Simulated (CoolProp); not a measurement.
CHF3 (R23) along the isotherm 4.85 °C: fugacity coefficient from the reference equation and from simpler models built on Tc = 26.1 °C, pc = 4.832 MPa, ω = 0.263; each cubic takes its own stable root.

Computed with CoolProp (reference Helmholtz-energy equation of state, Penoncello 2003).

| p (MPa) | phase | reference | van der Waals | Redlich-Kwong | Soave-Redlich-Kwong | Peng-Robinson |
|---|---|---|---|---|---|---|
| 0.0229 | gas | 0.9978 | 0.9983 | 0.9980 | 0.9979 | 0.9977 |
| 0.0522 | gas | 0.9950 | 0.9962 | 0.9955 | 0.9953 | 0.9949 |
| 0.119 | gas | 0.9885 | 0.9913 | 0.9897 | 0.9893 | 0.9883 |
| 0.27 | gas | 0.9740 | 0.9802 | 0.9766 | 0.9758 | 0.9736 |
| 0.615 | gas | 0.9411 | 0.9550 | 0.9469 | 0.9451 | 0.9402 |
| 1.4 | gas | 0.8668 | 0.8977 | 0.8800 | 0.8761 | 0.8658 |
| 3.18 | liquid | 0.6580 | 0.7649 | 0.7244 | 0.6836 | 0.6636 |
| 7.25 | liquid | 0.3249 | 0.4324 | 0.3701 | 0.3472 | 0.3315 |

At some of these states van der Waals gives the other phase, because its saturation line lies elsewhere.
